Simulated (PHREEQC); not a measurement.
Dissolve 0.058 mol NaCl, 0.0008 mol MgSO4 and 0.00034 mol KBr per kg of water at 20 °C. It is in equilibrium with CO2 at log p = -3.4 (atm). Otherwise closed; pH follows from the charge balance.

All values are PHREEQC results (ion-association model, wateq4f.dat), not measurements.

No solid was allowed to form.

Task: What pH does the model give?

Result: pH 5.59.

Task: In which forms is S present?

Result: SO4-2 87 %, NaSO4- 11 %, MgSO4 2.8 % of the S.

Complexes and solids missing from the database can't appear.
